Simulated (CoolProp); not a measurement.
Water along the isotherm 334.3 K: density (kg/m³) from the reference equation and from simpler models built on Tc = 647.1 K, pc = 22060 kPa, ω = 0.344; each cubic takes its own stable root.

The numbers come from the reference Helmholtz-energy equation of state, Wagner 2002 in CoolProp.

| p (kPa) | phase | reference | van der Waals | Redlich-Kwong | Soave-Redlich-Kwong | Peng-Robinson |
|---|---|---|---|---|---|---|
| 5010 | liquid | 984.7 | 481.3 | 712.8 | 736.1 | 827.8 |
| 10000 | liquid | 986.9 | 483.1 | 714.0 | 736.8 | 828.5 |
| 15000 | liquid | 989.0 | 484.7 | 715.1 | 737.6 | 829.2 |
| 20100 | liquid | 991.2 | 486.3 | 716.2 | 738.3 | 829.9 |
| 25100 | liquid | 993.2 | 487.8 | 717.3 | 739.1 | 830.6 |
| 30100 | liquid | 995.3 | 489.2 | 718.4 | 739.8 | 831.2 |
| 35100 | liquid | 997.3 | 490.6 | 719.4 | 740.5 | 831.9 |
| 40100 | liquid | 999.3 | 492.0 | 720.4 | 741.2 | 832.5 |
| 45100 | liquid | 1001 | 493.3 | 721.4 | 741.8 | 833.1 |
| 50100 | liquid | 1003 | 494.5 | 722.4 | 742.5 | 833.8 |
| 55200 | liquid | 1005 | 495.7 | 723.4 | 743.2 | 834.4 |
